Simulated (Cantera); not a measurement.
Thermodynamics of oxide etching and cleaning by halides, feed B₂O₃ + F₂ + N₂

Charge: 1 mol B₂O₃, 0.68 mol F₂, a varied amount of N₂, equilibrated at 1402 °C and 1.90 mbar.

These are equilibrium values from Cantera (NASA tables, ideal gas, pure condensed phases), not measurements of a reactor. Candidate condensed phases: B, BN, B₂O₃; 31 gas species. Kinetics and transport are ignored.

```csv
n(N₂) (mol),log p N₂,log p BOF,log p O₂,log p B₂O₃,log p BO₂
0.72,-3.30,-3.03,-3.64,-3.67,-4.88
1.2,-3.15,-3.10,-3.71,-3.74,-4.93
2.1,-3.02,-3.20,-3.82,-3.85,-5.01
3.6,-2.92,-3.34,-3.95,-3.98,-5.11
6.3,-2.84,-3.51,-4.13,-4.15,-5.24
11,-2.79,-3.70,-4.32,-4.35,-5.39
18,-2.77,-3.89,-4.51,-4.54,-5.53
```
log p: log10 of the partial pressure in bar; nothing condenses.

From 0.72 mol N₂ to 18 mol N₂ nothing is condensed. The main B-bearing gas is BOF throughout.
